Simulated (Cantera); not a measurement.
An isothermal, constant-pressure homogeneous reactor starts with H2 : O2 = 0.025 : 1 (molar parts), at 1173 K and 0.00230 bar.

Detailed kinetics in Cantera: GRI-Mech 3.0 (53 species, 325 reactions). Radical loss at walls, strong at low pressure, is not modelled.

x: mole fraction; the columns are a selection and need not sum to one.

```
t (s)         x H2   x O2     x H2O     x HO2      x OH       x H
--------  --------  -----  --------  --------  --------  --------
2.00e-6     0.0244  0.976    <1e-12  4.47e-12    <1e-12  4.46e-12
6.65e-6     0.0244  0.976    <1e-12  1.49e-11    <1e-12  1.47e-11
2.21e-5     0.0244  0.976    <1e-12  4.94e-11  1.88e-12  4.75e-11
7.34e-5     0.0244  0.976    <1e-12  1.64e-10  1.93e-11  1.45e-10
0.000244    0.0244  0.976  1.85e-11  5.45e-10  1.71e-10  3.83e-10
0.000810    0.0244  0.976  4.53e-10   1.81e-9   1.16e-9  8.94e-10
0.00269     0.0244  0.976   1.02e-8   6.02e-9   8.70e-9   3.89e-9
0.00894     0.0244  0.976   1.08e-6   2.06e-8   5.74e-7   2.29e-7
0.0297         [?]  0.958       [?]       [?]       [?]       [?]
0.0988    0.000225  0.955    0.0221   3.76e-7   0.00166   0.00242
0.328          [?]  0.957    0.0224   3.65e-7   0.00158       [?]
1.09      0.000152  0.962    0.0230   3.28e-7   0.00137   0.00130
3.62       6.75e-5  0.969    0.0239   2.36e-7  0.000914  0.000371
12.0       1.40e-5  0.974    0.0244   1.06e-7  0.000417   3.44e-5
40.0       1.83e-6  0.975    0.0246   2.78e-8  0.000151   1.62e-6
```

### Question
What belongs in the gaps?

### Answer

- 0.0297, x H2: 0.00317
- 0.0297, x H2O: 0.0177
- 0.0297, x HO2: 5.10e-7
- 0.0297, x OH: 0.00329
- 0.0297, x H: 0.00377
- 0.328, x H2: 0.000205
- 0.328, x H: 0.00208
